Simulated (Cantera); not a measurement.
Charge: 1 mol CuO, 0.86 mol CH4, 7.8 mol H2, held at 2273 K and 17.0 mbar.

These are equilibrium values from Cantera (NASA tables, ideal gas, pure condensed phases), not measurements of a reactor. Rates play no part.

```json
[
 {"species": "H2", "before": "0.773", "after": "0.789"},
 {"species": "Cu", "before": "0.0853", "after": "0.0861"},
 {"species": "CO", "before": "0.0732", "after": "0.0739"},
 {"species": "H", "before": "0.0566", "after": "0.0384"},
 {"species": "H2O", "before": "0.0116", "after": "0.0118"},
 {"species": "OH", "before": "0.000132", "after": "7.99e-5"},
 {"species": "Cu2", "before": "2.88e-5", "after": "4.14e-5"},
 {"species": "CO2", "before": "0.000199", "after": "0.000209"}
]
```
Gas species are given as mole fractions.

Problem. Which change was made?
(A) temperature from 2273 K to 2200 K
(B) temperature from 2273 K to 873 K
(C) pressure from 17.0 mbar to 3.60 mbar
(D) pressure from 17.0 mbar to 5.90 mbar

Solution. A, temperature from 2273 K to 2200 K
